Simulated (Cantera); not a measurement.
An adiabatic, constant-volume homogeneous reactor starts with CH4 : H2 : O2 : N2 = 1 : 0.8 : 4.07 : 15.3 (molar parts), equivalence ratio 0.59, at 1448 K and 15.0 bar.

Model: GRI-Mech 3.0 (53 species, 325 reactions), integrated in Cantera. The pressure lies above the range GRI-Mech 3.0 was tuned for (to about 10 atm).

Question: Predict: time of steepest temperature rise; temperature at 0.300 s; equilibrium temperature; x(H2) at 0.300 s; x(O2) at 0.300 s; x(NO) at 0.300 s.

Answer: time of steepest temperature rise: 21.1 µs
temperature at 0.300 s: 2790 K
equilibrium temperature: 2790 K
x(H2) at 0.300 s: 0.00189 (gas-phase equilibrium 0.00189)
x(O2) at 0.300 s: 0.0688 (gas-phase equilibrium 0.0688)
x(NO) at 0.300 s: 0.0199 (gas-phase equilibrium 0.0199)
